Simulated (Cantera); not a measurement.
Feed: 1 mol SiHCl3, 0.037 mol C2H4, a varied amount of H2, equilibrated at 1877 °C and 10.0 mbar.

Method: chemical equilibrium by Gibbs-energy minimisation in Cantera with the NASA 1993 tables (ideal gas, pure condensed phases). Candidate condensed phases: C, C6H6, C7H8, C8H18, Si, SiC; 109 gas species. Gases not in the tables: Si2H6 and higher silanes. The numbers say what is thermodynamically allowed, not how fast it happens.

Task: Which condensed phases are stable at each of these points (n(H2) (mol)): 7.1, 9.9, 14, 19, 27, 38, 53, 74, 100, 150, 200, 280, 400?

Result: 
| n(H2) (mol) | condensed phases | Si condensed (%) |
|---|---|---|
| 7.1 | SiC(s) | 6.4 |
| 9.9 | SiC(s) | 6.1 |
| 14 | SiC(s) | 5.6 |
| 19 | SiC(s) | 5.2 |
| 27 | SiC(s) | 4.6 |
| 38 | SiC(s) | 4.0 |
| 53 | SiC(s) | 3.2 |
| 74 | SiC(s) | 1.9 |
| 100 | gas only | 0.0 |
| 150 | gas only | 0.0 |
| 200 | gas only | 0.0 |
| 280 | gas only | 0.0 |
| 400 | gas only | 0.0 |

From 7.1 mol H2 to 74 mol H2 the condensed part is SiC(s). From 100 mol H2 to 400 mol H2 nothing is condensed.
